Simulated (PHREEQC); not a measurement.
Model water analysis in mg/L, 25 °C, pH 6.91, pe 0.3:

```
constituent             mg/L
------------------  --------
Na                    0.0102
K                   4.28e-05
Ca                    0.0468
Mg                   0.00825
Cl                     0.029
S(6) as SO4          0.00612
Alkalinity as HCO3     0.161
Li                  2.61e-05
Fe(2)                 0.0021
Ba                   0.00039
Mn(2)                0.00115
Br                   0.00014
```

Cl is adjusted to close the charge balance.
Valence states are taken as typed.

Model: ion-association model, wateq4f.dat, run in PHREEQC.

```tsv
quantity	before	after
HCO3- (mol/kgw)	2.68e-6	2.41e-6
CO2 (mol/kgw)	7.39e-7	2.11e-7
CO3-2 (mol/kgw)	1.03e-9	2.93e-9
FeOH+ (mol/kgw)	9.56e-11	3.01e-10
CaHCO3+ (mol/kgw)	3.94e-11	3.56e-11
CaSO4 (mol/kgw)	1.45e-11	1.45e-11
SI of Siderite (FeCO3)	-5.53	-5.08
SI of Rhodochrosite (MnCO3)	-5.55	-5.09
```

Name the change that produced these shifts.
(A) pH from 6.91 to 7.21 at the same alkalinity
(B) pH from 6.91 to 7.41 at the same alkalinity
(C) all concentrations times 3 at the same typed pH

B, pH from 6.91 to 7.41 at the same alkalinity

No solid was allowed to form.
